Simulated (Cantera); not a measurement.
## Al(CH₃)₃ + NH₃ + H₂ (aluminium nitride and oxide growth)

A closed system holds: 1 mol Al(CH₃)₃, 190 mol NH₃, 230 mol H₂, held at 10.0 mbar.

Method: chemical equilibrium by Gibbs-energy minimisation in Cantera with the NASA 1993 tables (ideal gas, pure condensed phases). Candidate condensed phases: Al, AlN, C, C₆H₆, C₇H₈, C₈H₁₈; 97 gas species. The feed counts by its element totals alone. The numbers say what is thermodynamically allowed, not how fast it happens.

From 1400 °C to 1550 °C the condensed part is AlN(s) + C(graphite). From 1600 °C to 1650 °C the condensed part is C(graphite). From 1700 °C to 1850 °C nothing is condensed. The main Al-bearing gas is Al throughout.

```
T (°C)  log p H₂  log p N₂  log p H  log p HCN  log p Al  log p C₂H₂ (acetylene)  log p HNC  n AlN(s)  n C(graphite)
------  --------  --------  -------  ---------  --------  ----------------------  ---------  --------  -------------
1400       -2.07     -2.81    -4.98      -4.95     -6.51                   -6.32      -6.50     0.980           2.22
1450       -2.07     -2.82    -4.78      -4.83     -5.94                   -6.12      -6.33     0.925           1.96
1500       -2.07     -2.82    -4.58      -4.72     -5.39                   -5.93      -6.16     0.741           1.62
1550       -2.08     -2.82    -4.40      -4.61     -4.88                   -5.75      -6.01     0.160           1.20
1600       -2.08     -2.82    -4.23      -4.51     -4.81                   -5.58      -5.86         0          0.685
1650       -2.08     -2.82    -4.07      -4.42     -4.80                   -5.42      -5.73         0         0.0505
1700       -2.08     -2.82    -3.91      -4.41     -4.80                   -5.44      -5.68         0              0
1750       -2.08     -2.82    -3.76      -4.41     -4.80                   -5.46      -5.64         0              0
1800       -2.09     -2.82    -3.62      -4.41     -4.80                   -5.48      -5.60         0              0
1850       -2.09     -2.82    -3.49      -4.41     -4.80                   -5.51      -5.56         0              0
```
log p: log10 of the partial pressure in bar; n: condensed amount in mol.
